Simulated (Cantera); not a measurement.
# Stirred combustor or abatement burner

A perfectly stirred reactor is fed with 21.6 % CO, 0.885 % H2, 16.3 % O2, 61.3 % N2, equivalence ratio 0.69, at 1.00 atm; it is adiabatic with a 775 K inlet, and is followed from long to short residence time, starting on the burning branch (τ in s: 0.19, 0.073, 0.028, 0.011, 0.004, 0.0015, 0.00059, 0.00022, 8.6e-05, 3.3e-05, 1.2e-05, 4.8e-06).

Cantera simulation using GRI-Mech 3.0 (53 species, 325 reactions); the numbers are that mechanism's predictions, not measurements.

| τ (s) | T (K) | x CO | x H2 | x O2 | x CO2 | x NO2 |
|---|---|---|---|---|---|---|
| 0.19 | 2362 | 0.0189 | 0.000125 | 0.0604 | 0.221 | 4.27e-6 |
| 0.073 | 2341 | 0.0219 | 0.000146 | 0.0623 | 0.218 | 3.62e-6 |
| 0.028 | 2292 | 0.0285 | 0.000192 | 0.0658 | 0.210 | 2.55e-6 |
| 0.011 | 2206 | 0.0390 | 0.000271 | 0.0706 | 0.198 | 1.26e-6 |
| 0.0040 | 2078 | 0.0530 | 0.000383 | 0.0759 | 0.182 | 3.78e-7 |
| 0.0015 | 1928 | 0.0674 | 0.000491 | 0.0806 | 0.165 | 1.20e-7 |
| 0.00059 | 1759 | 0.0832 | 0.000563 | 0.0859 | 0.146 | 6.16e-8 |
| 0.00022 | 1508 | 0.115 | 0.000637 | 0.102 | 0.110 | 2.49e-8 |
| 8.6e-5 | 775 | 0.216 | 0.00885 | 0.163 | 5.87e-12 | <1e-12 |
| 3.3e-5 | 775 | 0.216 | 0.00885 | 0.163 | 1.90e-12 | <1e-12 |
| 1.2e-5 | 775 | 0.216 | 0.00885 | 0.163 | <1e-12 | <1e-12 |
| 4.8e-6 | 775 | 0.216 | 0.00885 | 0.163 | <1e-12 | <1e-12 |
x: mole fraction; the columns are a selection and need not sum to one.
